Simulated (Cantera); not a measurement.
A perfectly stirred reactor is fed with H2 : O2 : N2 : H2O = 1 : 0.806 : 3.15 : 0.17 (molar parts), equivalence ratio 0.62, at 4.44 atm; it is adiabatic with a 750 K inlet, and is followed from long to short residence time, starting on the burning branch (τ in s: 0.27, 0.11, 0.044, 0.018, 0.0073, 0.0029, 0.0012, 0.00048, 0.00019, 7.9e-05, 3.2e-05).

Model: GRI-Mech 3.0 (53 species, 325 reactions), integrated in Cantera. The hydrogen kinetics of GRI-Mech 3.0 are dated; newer H2 mechanisms differ, most at raised pressure.

**Question.** What does this change do: N2 3.15 to 2.4 parts?

**Answer.** 
| quantity | before | after |
|---|---|---|
| blow-out, bracketed by the residence times tried | burning at 32.0 µs, the shortest tried | burning at 32.0 µs, the shortest tried |
| x(H2) at τ = 0.270 s | 0.000380 | 0.00130 |
| x(O2) at τ = 0.270 s | 0.0638 | 0.0731 |
| x(H2O) at τ = 0.270 s | 0.251 | 0.296 |
| x(O) at τ = 0.270 s | 0.000226 | 0.000769 |
| x(N2O) at τ = 0.270 s | 6.15e-7 | 9.02e-7 |
| x(H2) at τ = 2.90 ms | 0.000816 | 0.00163 |
| x(O2) at τ = 2.90 ms | 0.0651 | 0.0765 |
| x(H2O) at τ = 2.90 ms | 0.249 | 0.295 |
| x(O) at τ = 2.90 ms | 0.000414 | 0.000963 |
| x(N2O) at τ = 2.90 ms | 8.91e-7 | 9.49e-7 |

**Question.** What does this change do: inlet temperature 750 to 823 K?

**Answer.** 
```json
[
 {"quantity": "blow-out, bracketed by the residence times tried", "before": "burning at 32.0 µs, the shortest tried", "after": "burning at 32.0 µs, the shortest tried"},
 {"quantity": "x(H2) at τ = 0.270 s", "before": "0.000380", "after": "0.000539"},
 {"quantity": "x(O2) at τ = 0.270 s", "before": "0.0638", "after": "0.0629"},
 {"quantity": "x(H2O) at τ = 0.270 s", "before": "0.251", "after": "0.250"},
 {"quantity": "x(O) at τ = 0.270 s", "before": "0.000226", "after": "0.000320"},
 {"quantity": "x(N2O) at τ = 0.270 s", "before": "6.15e-7", "after": "6.92e-7"},
 {"quantity": "x(H2) at τ = 2.90 ms", "before": "0.000816", "after": "0.000944"},
 {"quantity": "x(O2) at τ = 2.90 ms", "before": "0.0651", "after": "0.0649"},
 {"quantity": "x(H2O) at τ = 2.90 ms", "before": "0.249", "after": "0.249"},
 {"quantity": "x(O) at τ = 2.90 ms", "before": "0.000414", "after": "0.000507"},
 {"quantity": "x(N2O) at τ = 2.90 ms", "before": "8.91e-7", "after": "8.85e-7"}
]
```

**Question.** What does this change do: H2 1 to 0.66 parts?

**Answer.** 
| quantity | before | after |
|---|---|---|
| blow-out, bracketed by the residence times tried | burning at 32.0 µs, the shortest tried | burning at 32.0 µs, the shortest tried |
| x(H2) at τ = 0.270 s | 0.000380 | 2.06e-5 |
| x(O2) at τ = 0.270 s | 0.0638 | 0.107 |
| x(H2O) at τ = 0.270 s | 0.251 | 0.186 |
| x(O) at τ = 0.270 s | 0.000226 | 1.71e-5 |
| x(N2O) at τ = 0.270 s | 6.15e-7 | 3.65e-7 |
| x(H2) at τ = 2.90 ms | 0.000816 | 0.000347 |
| x(O2) at τ = 2.90 ms | 0.0651 | 0.106 |
| x(H2O) at τ = 2.90 ms | 0.249 | 0.185 |
| x(O) at τ = 2.90 ms | 0.000414 | 0.000172 |
| x(N2O) at τ = 2.90 ms | 8.91e-7 | 1.94e-6 |
